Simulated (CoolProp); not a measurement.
A simple Rankine cycle with water: condensing at 290.15 K, boiler at 0.367 MPa, turbine inlet 415.7 K, turbine efficiency 0.9, pump efficiency 0.7, no recuperator. Each further row changes one setting.

Computed with CoolProp (reference Helmholtz-energy equation of state, Wagner 2002).

```json
[
 {"case": "as stated", "thermal efficiency (%)": "24.6", "net work (kJ/kg)": "…", "heat in (kJ/kg)": "2670", "turbine exit temperature (K)": "290.1", "volume ratio over the turbine": "…"},
 {"case": "turbine inlet 435.7 K", "thermal efficiency (%)": "24.6", "net work (kJ/kg)": "668", "heat in (kJ/kg)": "2710", "turbine exit temperature (K)": "290.1", "volume ratio over the turbine": "108"},
 {"case": "condensing temperature 282.15 K", "thermal efficiency (%)": "26.1", "net work (kJ/kg)": "…", "heat in (kJ/kg)": "2700", "turbine exit temperature (K)": "282.2", "volume ratio over the turbine": "…"},
 {"case": "boiler pressure 0.257 MPa", "thermal efficiency (%)": "…", "net work (kJ/kg)": "616", "heat in (kJ/kg)": "2680", "turbine exit temperature (K)": "290.1", "volume ratio over the turbine": "…"},
 {"case": "turbine efficiency 0.8", "thermal efficiency (%)": "21.8", "net work (kJ/kg)": "582", "heat in (kJ/kg)": "2670", "turbine exit temperature (K)": "290.1", "volume ratio over the turbine": "…"}
]
```

Question: Some entries are withheld; supply them.

Answer: 
- as stated, net work (kJ/kg): 655
- as stated, volume ratio over the turbine: 112
- condensing temperature 282.15 K, net work (kJ/kg): 704
- condensing temperature 282.15 K, volume ratio over the turbine: 181
- boiler pressure 0.257 MPa, thermal efficiency (%): 23.0
- boiler pressure 0.257 MPa, volume ratio over the turbine: 79.3
- turbine efficiency 0.8, volume ratio over the turbine: 116

The expansion ends wet for: as stated; turbine inlet 435.7 K; condensing temperature 282.15 K; boiler pressure 0.257 MPa; turbine efficiency 0.8.
